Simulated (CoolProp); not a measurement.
Vapour-liquid equilibrium of R1234ze(E) (1) + n-pentane (2) at 152 kPa; x and y are mole fractions of (1).

Values from CoolProp's multi-fluid Helmholtz-energy mixture model, Thol 2016 and Thol 2019; pair parameters Bell 2016.

```csv
x,bubble temperature (°C),y at the bubble point,dew temperature at overall composition x (°C),liquid density (mol/L)
0.05,32.1,0.432,46.9,8.565
0.125,17.1,0.692,44.4,8.877
0.2,8.5,0.795,41.7,9.106
0.275,3.4,0.845,38.8,9.294
0.35,0.2,0.872,35.8,9.461
0.425,-1.8,0.889,32.4,9.619
0.5,-3.2,0.901,28.7,9.774
0.575,-4.3,0.910,24.7,9.933
0.65,-5.1,0.919,20.0,10.10
0.725,-5.9,0.928,14.6,10.28
0.8,-6.8,0.939,8.1,10.47
0.875,-7.6,0.955,-0.1,10.69
0.95,-8.6,0.978,-7.4,10.93
```

No azeotrope shows between x = 0.05 and 0.95.

Pair parameters are fitted to limited data, so mixtures are less certain than the pure fluids. With so large a gap from Raoult's law the liquid may split in two, which this calculation doesn't test in full.
